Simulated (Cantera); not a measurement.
Cantera with NASA thermochemical tables; ideal gases at 1 bar, condensed phases pure. Values are per mole of reaction as written; species without (g) are pure solids or liquids, kept so even where they would boil at 1 bar. TaC: taken at fixed stoichiometry.

6 TaC + 3 H2(g) = C6H6(g) + 6 Ta

```csv
T (K),ΔH° (kJ),ΔS° (J/K),ΔG° (kJ),log10 K
775,921.8,-183.4,1063.9,-71.71
925,?,?,?,?
1075,915.1,-190.8,1120.2,-54.43
1225,?,?,?,?
1375,911.0,-194.2,1178.0,-44.75
1525,?,?,?,?
```

Problem. What belongs in the gaps?

Solution. 
- 925, ΔH° (kJ): 918.0
- 925, ΔS° (J/K): -187.9
- 925, ΔG° (kJ): 1091.8
- 925, log10 K: -61.65
- 1225, ΔH° (kJ): 912.9
- 1225, ΔS° (J/K): -192.7
- 1225, ΔG° (kJ): 1149.0
- 1225, log10 K: -48.99
- 1525, ΔH° (kJ): 909.2
- 1525, ΔS° (J/K): -195.4
- 1525, ΔG° (kJ): 1207.2
- 1525, log10 K: -41.35
